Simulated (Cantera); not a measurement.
Input (Python, Cantera) and output of one run.

```python
import numpy as np
import cantera as ct

gas_names = """
    C CH CH2 CH3 CH2OH CH3O CH4 CH3OH CO CO2 COOH C2 C2H CHCO,ketyl C2H2,acetylene C2H2,vinylidene
    CH2CO,ketene C2H3,vinyl CH3CO,acetyl C2H4 C2H4O,ethylen CH3CHO,ethanal CH3COOH (HCOOH)2 C2H5 C2H6
    CH3OCH3 C2H5OH C2O C3 C3H3,propargyl C3H4,allene C3H4,propyne C3H4,cyclo- C3H5,allyl C3H6,propylene
    C3H6,cyclo- C3H6O C3H7,n-propyl C3H7,i-propyl C3H8 C3H8O,1propanol C3H8O,2propanol C3O2 C4 C4H2
    C4H4,1,3-cyclo- C4H6,butadiene C4H6,2-butyne C4H6,cyclo- C4H8,1-butene C4H8,cis2-buten
    C4H8,tr2-butene C4H8,isobutene C4H8,cyclo- (CH3COOH)2 C4H9,n-butyl C4H9,i-butyl C4H9,s-butyl
    C4H9,t-butyl C4H10,isobutane C4H10,n-butane C5 C5H6,1,3cyclo- C5H8,cyclo- C5H10,1-pentene
    C5H10,cyclo- C5H11,pentyl C5H11,t-pentyl C5H12,n-pentane C5H12,i-pentane CH3C(CH3)2CH3 C6H2
    C6H5,phenyl C6H5O,phenoxy C6H6 C6H5OH,phenol C6H10,cyclo- C6H12,1-hexene C6H12,cyclo- C6H13,n-hexyl
    C7H7,benzyl C7H8 C7H8O,cresol C7H14,1-heptene C7H15,n-heptyl C7H16,n-heptane C8H8,styrene
    C8H10,ethylbenz C8H16,1-octene C8H17,n-octyl C8H18,isooctane C8H18,n-octane C9H19,n-nonyl
    C10H8,naphthale C10H21,n-decyl C12H9,o-bipheny C12H10,bipheny H HCO HO2 H2 HCHO,formaldehy HCOOH H2O
    H2O2 O OH O2 O3
""".split()
cond_names = """
    C(gr) C6H6(L) C7H8(L) C8H18(L),n-octa H2O(s) H2O(L)
""".split()


def load(file, names, dense=False):
    # The tables refer to 1 bar. Condensed volumes are neglected.
    table = {s.name: s for s in ct.Species.list_from_file(file)}
    out = []
    for n in names:
        d = dict(table[n].input_data)
        d["thermo"] = dict(d["thermo"], **{"reference-pressure": 1e5})
        if dense:
            d["equation-of-state"] = {"model": "constant-volume", "density": "1e6 g/cm^3"}
        out.append(ct.Species.from_dict(d))
    return out


gas = ct.Solution(thermo="ideal-gas", species=load("nasa_gas.yaml", gas_names))
cond = {s.name: ct.Solution(thermo="fixed-stoichiometry", species=[s], name=s.name)
        for s in load("nasa_condensed.yaml", cond_names, dense=True)}
atoms = {
    'C3H8': {'C': 3, 'H': 8},
    'CO2': {'C': 1, 'O': 2},
    'H2': {'H': 2},
}
top_T = {'C(gr)': 4500}  # K; cautious upper limits of use, not melting points


def equilibrate(T, P, feed):
    n = {}
    for name, mol in feed.items():
        for a, k in atoms[name].items():
            n[a] = n.get(a, 0.0) + k * mol
    gas.TPX = T, P, n
    mass = sum(n.values()) * gas.mean_molecular_weight
    gas.equilibrate("TP")
    valid = [c for c in cond.values() if c.min_temp <= T <= top_T.get(c.name, c.max_temp)]
    mix = ct.Mixture([(gas, mass / gas.mean_molecular_weight)] + [(c, 0.0) for c in valid])
    mix.T, mix.P = T, P
    mix.equilibrate("TP", solver="vcs", rtol=1e-11, max_steps=5000)
    return mix


results = []
feed = {'C3H8': 1, 'CO2': 0.092, 'H2': 5.1}  # mol
T = 1398  # K
P = 2100000  # Pa
mix = equilibrate(T, P, feed)
results.append((T, P, feed, dict(zip(mix.species_names, mix.species_moles))))
print(gas.report(threshold=1e-05))
for i in range(1, mix.n_phases):
    print(f"{mix.phase(i).name:16s} {mix.phase_moles(i):12.5e} mol")
```

Result:

```
       temperature   1398 K
          pressure   2.1e+06 Pa
           density   0.65191 kg/m^3
  mean mol. weight   3.6084 kg/kmol
   phase of matter   gas

                          1 kg             1 kmol
                     ---------------   ---------------
          enthalpy        7.7069e+06        2.7809e+07  J
   internal energy        4.4856e+06        1.6186e+07  J
           entropy             45255         1.633e+05  J/K
    Gibbs function        -5.556e+07       -2.0048e+08  J
 heat capacity c_p             10023             36166  J/K
 heat capacity c_v            7718.5             27851  J/K

                      mass frac. Y      mole frac. X     chem. pot. / RT
                     ---------------   ---------------   ---------------
               CH4           0.33308          0.074915           -32.975
                CO           0.15429          0.019876            -36.93
               CO2        0.00017719        1.4528e-05           -71.799
              C2H4        0.00027854        3.5827e-05           -35.036
              C2H6        0.00011405        1.3686e-05           -50.492
                H2           0.50491           0.90371           -15.457
               H2O         0.0071317         0.0014285           -50.326
     [ +103 minor]        2.6249e-05        5.1528e-06

C(gr)             2.27340e+00 mol
```

These are equilibrium values from Cantera (NASA tables, ideal gas, pure condensed phases), not measurements of a reactor.
